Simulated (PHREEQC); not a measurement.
2.4 g of hydrous ferric oxide (600 m²/g; 0.2 weak and 0.005 strong sites per Fe, Dzombak-Morel constants, diffuse double layer) in 1 kg of water with 0.3 mol/kgw of an inert sodium salt and 3.3 mmol/kgw BaCl2, at 25 °C; the pH is set by adding NaOH or the inert anion's acid. O2 is buffered at 0.21 atm. No CO2 enters from the air. Nothing may precipitate in this run.

Equilibrium calculation in PHREEQC: ion-association model, wateq4f.dat.

```json
[
 {"pH": "4", "Ba sorbed (%)": "0.0", "surface charge σ (C/m²)": "0.350", "surface potential ψ (mV)": "122"},
 {"pH": "4.5", "Ba sorbed (%)": "0.0", "surface charge σ (C/m²)": "0.320", "surface potential ψ (mV)": "118"},
 {"pH": "5", "Ba sorbed (%)": "0.1", "surface charge σ (C/m²)": "0.271", "surface potential ψ (mV)": "109"},
 {"pH": "5.5", "Ba sorbed (%)": "0.2", "surface charge σ (C/m²)": "0.213", "surface potential ψ (mV)": "97"},
 {"pH": "6", "Ba sorbed (%)": "0.7", "surface charge σ (C/m²)": "0.157", "surface potential ψ (mV)": "83"},
 {"pH": "6.5", "Ba sorbed (%)": "1.9", "surface charge σ (C/m²)": "0.110", "surface potential ψ (mV)": "66"},
 {"pH": "7", "Ba sorbed (%)": "3.3", "surface charge σ (C/m²)": "0.071", "surface potential ψ (mV)": "49"},
 {"pH": "7.5", "Ba sorbed (%)": "3.9", "surface charge σ (C/m²)": "0.039", "surface potential ψ (mV)": "29"},
 {"pH": "8", "Ba sorbed (%)": "4.5", "surface charge σ (C/m²)": "0.011", "surface potential ψ (mV)": "9"},
 {"pH": "8.5", "Ba sorbed (%)": "7.0", "surface charge σ (C/m²)": "-0.014", "surface potential ψ (mV)": "-11"},
 {"pH": "9", "Ba sorbed (%)": "16.9", "surface charge σ (C/m²)": "-0.035", "surface potential ψ (mV)": "-27"},
 {"pH": "9.5", "Ba sorbed (%)": "34.6", "surface charge σ (C/m²)": "-0.049", "surface potential ψ (mV)": "-36"},
 {"pH": "10", "Ba sorbed (%)": "50.6", "surface charge σ (C/m²)": "-0.059", "surface potential ψ (mV)": "-42"}
]
```
